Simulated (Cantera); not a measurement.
An isothermal, constant-pressure homogeneous reactor starts with 17.2 % N2O, 0.172 % H2, 82.6 % N2, at 1300 K and 0.630 bar.

Computed with Cantera and GRI-Mech 3.0 (53 species, 325 reactions). GRI-Mech 3.0 was tuned for natural gas; its chemistry of N2O as a main component is partial and can be far from experiment. The mechanism lacks the step 2 NO + O2 → 2 NO2, which can matter for NO2 below about 1400 K. The temperature is held fixed by assumption; the heat of reaction is taken as removed at once.

x: mole fraction; the columns are a selection and need not sum to one.

```json
[
 {"t (s)": "0.000200", "x N2O": "0.172", "x H2": "0.00168", "x H": "…", "x OH": "1.25e-5", "x O2": "2.03e-5"},
 {"t (s)": "0.000492", "x N2O": "0.172", "x H2": "0.00151", "x H": "…", "x OH": "2.55e-5", "x O2": "5.78e-5"},
 {"t (s)": "0.00121", "x N2O": "0.171", "x H2": "0.00102", "x H": "…", "x OH": "3.28e-5", "x O2": "0.000165"},
 {"t (s)": "0.00298", "x N2O": "0.170", "x H2": "0.000401", "x H": "…", "x OH": "2.56e-5", "x O2": "0.000448"},
 {"t (s)": "0.00734", "x N2O": "0.168", "x H2": "8.37e-5", "x H": "…", "x OH": "1.54e-5", "x O2": "0.00114"},
 {"t (s)": "0.0181", "x N2O": "0.163", "x H2": "6.13e-6", "x H": "…", "x OH": "1.12e-5", "x O2": "0.00279"},
 {"t (s)": "0.0445", "x N2O": "0.154", "x H2": "5.89e-8", "x H": "1.86e-8", "x OH": "1.14e-5", "x O2": "0.00665"},
 {"t (s)": "0.110", "x N2O": "0.132", "x H2": "3.76e-8", "x H": "1.86e-8", "x OH": "1.17e-5", "x O2": "0.0151"},
 {"t (s)": "0.270", "x N2O": "0.0936", "x H2": "3.40e-8", "x H": "…", "x OH": "1.12e-5", "x O2": "0.0306"},
 {"t (s)": "0.664", "x N2O": "0.0437", "x H2": "2.64e-8", "x H": "…", "x OH": "9.51e-6", "x O2": "0.0509"},
 {"t (s)": "1.63", "x N2O": "0.00980", "x H2": "1.11e-8", "x H": "…", "x OH": "5.89e-6", "x O2": "0.0652"},
 {"t (s)": "4.02", "x N2O": "0.000570", "x H2": "1.50e-9", "x H": "1.40e-10", "x OH": "1.96e-6", "x O2": "0.0694"},
 {"t (s)": "9.90", "x N2O": "9.78e-7", "x H2": "6.63e-10", "x H": "3.62e-11", "x OH": "1.13e-6", "x O2": "0.0696"},
 {"t (s)": "24.4", "x N2O": "9.67e-8", "x H2": "6.62e-10", "x H": "3.61e-11", "x OH": "1.13e-6", "x O2": "0.0696"},
 {"t (s)": "60.0", "x N2O": "9.67e-8", "x H2": "6.62e-10", "x H": "3.61e-11", "x OH": "1.13e-6", "x O2": "0.0697"}
]
```

Some entries are withheld; supply them.


- 0.000200, x H: 1.49e-6
- 0.000492, x H: 2.66e-6
- 0.00121, x H: 2.32e-6
- 0.00298, x H: 7.52e-7
- 0.00734, x H: 1.19e-7
- 0.0181, x H: 2.39e-8
- 0.270, x H: 1.70e-8
- 0.664, x H: 1.17e-8
- 1.63, x H: 3.11e-9
